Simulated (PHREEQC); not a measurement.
1 kg of water holding 0.0067 mol KHCO3 and 0.062 mol KCl is evaporated at 25 °C; the solids stay in contact with the brine. CO2 is held at log p = -3.4 (atm). Solids allowed: Kalicinite, Sylvite. Others were left out.

The series has 28 steps of water left (kg), from 1 to 0.005065.

Equilibrium calculation in PHREEQC: Pitzer model, pitzer.dat.

Which solids form, in which order, and at which step of the series does each first stand?

Sylvite from water left = 0.01342 kg (pH 9.91).
